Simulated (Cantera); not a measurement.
An isothermal, constant-pressure homogeneous reactor starts with N2O : H2O = 1 : 0.027 (molar parts), at 1123 K and 1.00 bar.

Model: GRI-Mech 3.0 (53 species, 325 reactions), integrated in Cantera. GRI-Mech 3.0 was tuned for natural gas; its chemistry of N2O as a main component is partial and can be far from experiment. The mechanism lacks the step 2 NO + O2 → 2 NO2, which can matter for NO2 below about 1400 K. The temperature is held fixed by assumption; the heat of reaction is taken as removed at once.

x: mole fraction; the columns are a selection and need not sum to one.

```tsv
t (s)	x N2O	x H2O	x H	x H2	x HO2	x N2
2.00e-6	0.974	0.0263	<1e-12	<1e-12	<1e-12	1.47e-7
7.17e-6	0.974	0.0263	<1e-12	<1e-12	2.82e-11	6.25e-7
2.57e-5	0.974	0.0263	3.27e-12	<1e-12	8.29e-10	2.80e-6
9.21e-5	0.974	0.0263	1.63e-11	4.05e-12	1.52e-8	1.12e-5
0.000330	0.974	0.0263	5.78e-11	9.75e-11	1.89e-7	4.15e-5
0.00118	0.973	0.0263	1.59e-10	___	___	___
0.00424	0.973	0.0263	2.67e-10	___	___	___
0.0152	0.971	0.0263	2.93e-10	2.29e-8	1.52e-6	0.00198
0.0545	0.963	0.0262	2.85e-10	1.73e-8	9.60e-7	0.00708
0.195	0.936	0.0260	2.56e-10	7.88e-9	4.93e-7	0.0247
0.700	0.849	0.0252	2.33e-10	5.24e-9	1.95e-7	0.0816
2.51	0.619	0.0232	1.87e-10	3.83e-9	6.79e-8	0.232
9.00	0.257	0.0200	9.71e-11	2.24e-9	2.38e-8	0.469
```

### Question
What belongs in the gaps?

### Answer

- 0.00118, x H2: 1.31e-9
- 0.00118, x HO2: 1.33e-6
- 0.00118, x N2: 0.000151
- 0.00424, x H2: 8.75e-9
- 0.00424, x HO2: 2.27e-6
- 0.00424, x N2: 0.000548
